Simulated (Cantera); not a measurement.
Input: 1 mol MgO, 7.9 mol O2, 0.5 mol H2O, equilibrated at 1573 K and 0.0210 bar.

These are equilibrium values from Cantera (NASA tables, ideal gas, pure condensed phases), not measurements of a reactor. Candidate condensed phases: H2O, Mg, MgO, Mg(OH)2; 15 gas species. Kinetics and transport are ignored.

Base state: O2 0.940, H2O 0.0593, OH 0.000422, O 6.99e-5 (mole fractions); condensed: MgO(s).

What changes in the equilibrium state with this change: MgO replaced by Fe2O3?


| species | before | after |
|---|---|---|
| O2 | 0.940 | 0.941 |
| H2O | 0.0593 | 0.0581 |
| OH | 0.000422 | 0.000418 |
| O | 6.99e-5 | 6.99e-5 |
| MgO(s), mol | 1.00 | 0 |
| Fe3O4(s), mol | 0 | 0.667 |
Further candidate phases: Fe, FeO, Fe(OH)2, Fe(OH)3, Fe2O3, Fe3O4.
